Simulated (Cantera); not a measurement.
Input: 1 mol V, 0.23 mol O₂, 7.9 mol N₂, held at 1923.15 K and 750 Torr.

Equilibrium computed with Cantera from the NASA thermochemical tables; the gas is ideal and each condensed phase is pure. Candidate condensed phases: V, VN, VO, V₂O₃, V₂O₄, V₂O₅; 13 gas species. Mutual solubility and eutectic melting of coexisting phases are not modelled. VN, VO: taken at fixed stoichiometry. Condensed phases not in the tables: solid solutions among these carbides, nitrides and lower oxides, V₂N. Kinetics and transport are ignored.

Base state: N₂ 1.000 (mole fractions); condensed: VN(s) + VO(s).

Question: What changes in the equilibrium state with this change: temperature from 1923.15 K to 1098.15 K?

Answer: 
| species | before | after |
|---|---|---|
| N₂ | 1.000 | 1.00 |
| VN(s), mol | 0.540 | 0.693 |
| VO(s), mol | 0.460 | 0 |
| V₂O₃(s), mol | 0 | 0.153 |
VN: taken at fixed stoichiometry. Condensed phases not in the tables: the oxides between V₂O₃ and V₂O₅ other than VO₂, V₂N.
